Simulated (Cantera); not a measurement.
Charge: 1 mol SiF4, 0.048 mol C3H8, 460 mol H2, at 1125 K and 1.00 Torr.

Equilibrium computed with Cantera from the NASA thermochemical tables; the gas is ideal and each condensed phase is pure. Candidate condensed phases: C, C6H6, C7H8, C8H18, Si, SiC; 113 gas species. The tables' values for SiF3 are old estimates; treat these amounts as uncertain. Kinetics and transport are ignored.

Base state: H2 0.997, SiF4 0.00194, HF 0.000733, CH4 3.83e-5, SiHF3 3.50e-5, SiF3 2.85e-5 (mole fractions); condensed: C(graphite) + SiC(s).

**Question.** What changes in the equilibrium state with this change: pressure from 1.00 Torr to 7.50 Torr?

**Answer.** 
```csv
species,before,after
H2,0.997,0.997
SiF4,0.00194,0.00200
HF,0.000733,0.000422
CH4,3.83e-5,0.000228
SiHF3,3.50e-5,6.29e-5
SiF3,2.85e-5,1.87e-5
"C(graphite), mol",0.0493,0
"SiC(s), mol",0.0770,0.0389
```
